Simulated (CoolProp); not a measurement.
Vapour-liquid equilibrium of n-pentane (1) + benzene (2) at 40.05 °C; x and y are mole fractions of (1).

The numbers come from the multi-fluid Helmholtz-energy mixture model, Thol 2019 and Thol 2012; pair parameters Bell 2016 in CoolProp.

```csv
x,bubble pressure (bar),y at the bubble point,dew pressure at overall composition x (bar),liquid density (mol/L)
0.05,0.3347,0.302,0.2559,10.82
0.2,0.5394,0.621,0.2978,(withheld)
0.35,0.6849,0.742,(withheld),9.950
0.5,(withheld),0.815,0.4395,9.554
0.65,(withheld),(withheld),0.5695,9.181
0.8,1.013,0.927,(withheld),8.831
0.95,1.121,(withheld),1.060,8.502
```

Problem. What belongs in the gaps?

Solution. 
- 0.2, liquid density (mol/L): 10.37
- 0.35, dew pressure at overall composition x (bar): 0.3555
- 0.5, bubble pressure (bar): 0.8024
- 0.65, bubble pressure (bar): 0.9087
- 0.65, y at the bubble point: 0.873
- 0.8, dew pressure at overall composition x (bar): 0.7766
- 0.95, y at the bubble point: 0.981

No azeotrope shows between x = 0.05 and 0.95.

The pair parameters rest on a limited set of measurements; away from them the model extrapolates.
